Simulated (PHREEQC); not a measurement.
Make-up at 25 °C: 0.0034 mol/kgw Na2SiO3. Closed to the air; pH follows from the charge balance.

Model: ion-association model, phreeqc.dat, run in PHREEQC.

```json
[
 {"quantity": "pH", "before": "11.48", "after": "10.12"},
 {"quantity": "ionic strength (mol/kgw)", "before": "0.00689", "after": "0.00685"},
 {"quantity": "H3SiO4- (mol/kgw)", "before": "0.00325", "after": "0.00300"},
 {"quantity": "H4SiO4 (mol/kgw)", "before": "6.59e-5", "after": "0.000356"},
 {"quantity": "SI of Quartz (SiO2)", "before": "-0.20", "after": "-0.15"}
]
```

**Question.** What was changed between the two runs?
A) Na2SiO3 replaced by (NH4)2SiF6 at the same molality
B) temperature from 25 to 80 °C
C) diluted 2-fold with water
D) Na2SiO3 from 0.0034 to 0.017 mol/kgw
E) diluted 5-fold with water

**Answer.** B, temperature from 25 to 80 °C

This is a speciation only: nothing precipitates in the calculation. Constants without temperature data keep their 25 °C values here.
